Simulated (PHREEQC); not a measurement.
2 g of hydrous ferric oxide (600 m²/g; 0.2 weak and 0.005 strong sites per Fe, Dzombak-Morel constants, diffuse double layer) in 1 kg of water with 0.001 mol/kgw of an inert sodium salt and 0.00026 mol Na2HAsO4, at 25 °C; the pH is set by adding NaOH or the inert anion's acid. Oxygen is held at 0.21 atm. The system is closed to CO2. No solid was allowed to form.

The series has 17 steps of pH, from 4 to 12.

The numbers come from PHREEQC with the ion-association model, wateq4f.dat.

Near which pH is half of the As sorbed, and on which side is more sorbed?

Near pH 10.4, with more sorbed at lower pH.

At which pH does the surface charge pass through zero?

Near pH 7.8.

Complexes and solids missing from the database can't appear.
